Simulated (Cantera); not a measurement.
A closed system holds: 1 mol B2H6, 0.22 mol NH3, 0.54 mol H2, at 1823 K and 0.780 bar.

Cantera equilibrium calculation (NASA polynomials, part measured and part estimated; ideal gas, pure solids and liquids). Candidate condensed phases: B, BN; 15 gas species. The feed counts by its element totals alone. Mutual solubility and eutectic melting of coexisting phases are not modelled. The tables' values for BH2 are old estimates; treat these amounts as uncertain. Gases not in the tables: B2H6 and higher boranes. The numbers say what is thermodynamically allowed, not how fast it happens.

Base state: H2 0.999, H 0.000490, BH2 0.000153, BH3 1.91e-5 (mole fractions); condensed: B(s) + BN(s).

Question: What changes in the equilibrium state with this change: 0.018 mol HF added?

Answer: 
```json
[
 {"species": "H2", "before": "0.999", "after": "0.996"},
 {"species": "HF", "before": "0", "after": "0.00107"},
 {"species": "BF", "before": "0", "after": "0.00101"},
 {"species": "BHF2", "before": "0", "after": "0.000639"},
 {"species": "BF2", "before": "0", "after": "0.000396"},
 {"species": "BF3", "before": "0", "after": "0.000160"},
 {"species": "B(s), mol", "before": "1.78", "after": "1.77"},
 {"species": "BN(s), mol", "before": "0.220", "after": "0.220"}
]
```
The tables' values for BF2, BH2 are old estimates; treat these amounts as uncertain.
